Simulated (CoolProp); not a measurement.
Vapour-liquid equilibrium of hydrogen sulfide (1) + benzene (2) at 13.95 °C; x and y are mole fractions of (1).

Model: multi-fluid Helmholtz-energy mixture model, Lemmon 2006 and Thol 2012; pair parameters Bell 2016, in CoolProp.

Question: Give the bubble pressure and the first vapour's composition at x = 0.425, 0.65, 0.8. Is there an azeotrope?

Answer: x = 0.425: 5.959 bar, y = 0.991; x = 0.65: 9.320 bar, y = 0.996; x = 0.8: 11.75 bar, y = 0.998. No azeotrope shows between x = 0.05 and 0.95.

Pair parameters are fitted to limited data, so mixtures are less certain than the pure fluids.
